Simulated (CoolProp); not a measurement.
Vapour-liquid equilibrium of CH2F2 (R32) (1) + R236FA (2) at -11.35 °C; x and y are mole fractions of (1).

The numbers come from the multi-fluid Helmholtz-energy mixture model, Tillner-Roth 1997 and Pan 2012; pair parameters Bell 2016 in CoolProp.

```
x     bubble pressure (bar)  y at the bubble point  dew pressure at overall composition x (bar)  liquid density (mol/L)
----  ---------------------  ---------------------  -------------------------------------------  ----------------------
0.05                 0.8902                  0.287                                       0.6908                   10.00
0.2                   1.618                  0.658                                       0.8049                   10.98
0.35                  2.360                  0.802                                       0.9641                   12.12
0.5                   3.090                  0.878                                        1.201                   13.49
0.65                  3.809                  0.926                                        1.591                   15.16
0.8                   4.536                  0.962                                        2.347                   17.25
0.95                  5.295                  0.991                                        4.267                   19.94
```

No azeotrope shows between x = 0.05 and 0.95.

The pair parameters rest on a limited set of measurements; away from them the model extrapolates.
